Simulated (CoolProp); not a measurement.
Properties of CF4 (R14) along the isotherm -27.15 °C (Tc = -45.8 °C, pc = 3.762 MPa, ω = 0.178).

Computed with CoolProp (reference Helmholtz-energy equation of state, Platzer 1990). This equation is an older, rougher fit.

| p (MPa) | phase | Joule-Thomson coefficient (K/MPa) | expansivity (1/kK) | Prandtl number | fugacity coefficient |
|---|---|---|---|---|---|
| 0.00595 | gas | 8.539 | 4.070 | 0.745 | 0.9996 |
| 0.0122 | gas | 8.542 | 4.076 | 0.745 | 0.9991 |
| 0.0251 | gas | 8.547 | 4.088 | 0.746 | 0.9982 |
| 0.0515 | gas | 8.558 | 4.113 | 0.747 | 0.9964 |
| 0.106 | gas | 8.581 | 4.164 | 0.750 | 0.9925 |
| 0.217 | gas | 8.627 | 4.271 | 0.755 | 0.9847 |
| 0.446 | gas | 8.724 | 4.507 | 0.768 | 0.9687 |
| 0.916 | gas | 8.928 | 5.064 | 0.796 | 0.9362 |
| 1.88 | gas | 9.351 | 6.642 | 0.873 | 0.8712 |

Viscosity comes from a separate model (Huber 2003), an estimate that may be off by 10 % or more. Thermal conductivity comes from a separate model (Huber 2003), an estimate that may be off by 10 % or more.
